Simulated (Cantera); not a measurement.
A freely propagating, adiabatic, planar premixed flame of CH₄ : O₂ : N₂ = 1 : 1.43 : 5.37 (molar parts), equivalence ratio 1.4, unburnt at 323 K and 101000 Pa; mixture-averaged transport, grid criteria slope 0.08 and curve 0.16, no radiation.

Computed with Cantera and GRI-Mech 3.0 (53 species, 325 reactions). Burning velocities carry a grid error of a few per cent, more on coarse grids.

Task: What does this change do: N2 5.37 to 6.8 parts?

Result: 
```csv
quantity,before,after
laminar burning velocity,16.7 cm/s,7.07 cm/s
thermal thickness,0.931 mm,1.94 mm
peak x(H),0.00219,0.000532
peak x(CH₂O),0.000920,0.000706
```

Task: What does this change do: inlet temperature 323 to 550 K?

Result: 
```json
[
 {"quantity": "laminar burning velocity", "before": "16.7 cm/s", "after": "59.0 cm/s"},
 {"quantity": "thermal thickness", "before": "0.931 mm", "after": "0.529 mm"},
 {"quantity": "peak x(H)", "before": "0.00219", "after": "0.00578"},
 {"quantity": "peak x(CH₂O)", "before": "0.000920", "after": "0.00109"}
]
```
